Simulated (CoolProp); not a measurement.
Vapour-liquid equilibrium of R125 (1) + propylene (2) at 0.889 MPa; x and y are mole fractions of (1).

Computed with CoolProp (multi-fluid Helmholtz-energy mixture model, Lemmon 2005 and Lemmon 2013; pair parameters Bell 2016).

Question: Give the bubble temperature and the first vapour's composition at x = 0.15, 0.45, 0.55. Is there an azeotrope?

Answer: x = 0.15: 8.1 °C, y = 0.255; x = 0.45: 3.8 °C, y = 0.496; x = 0.55: 3.6 °C, y = 0.557. y crosses x between x = 0.55 and 0.65: the model has an azeotrope there.

Pair parameters are fitted to limited data, so mixtures are less certain than the pure fluids.
